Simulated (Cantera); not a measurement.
Mixture: CH4 : O2 : N2 = 1 : 2.99 : 11.2 (molar parts), at 1.00 bar, adiabatic and at constant volume. Ignition delay is the time to a rise of 400 K.

Detailed kinetics in Cantera: GRI-Mech 3.0 (53 species, 325 reactions).

Question: Predict: delay at 1100 K; delay at 1200 K; delay at 1300 K; delay at 1400 K; delay at 1500 K; delay at 1600 K; apparent activation energy between 1400 and 1600 K.

Answer: 
- delay at 1100 K: 0.163 s
- delay at 1200 K: 35.6 ms
- delay at 1300 K: 9.13 ms
- delay at 1400 K: 2.74 ms
- delay at 1500 K: 0.970 ms
- delay at 1600 K: 0.405 ms
- apparent activation energy between 1400 and 1600 K: 180 kJ/mol
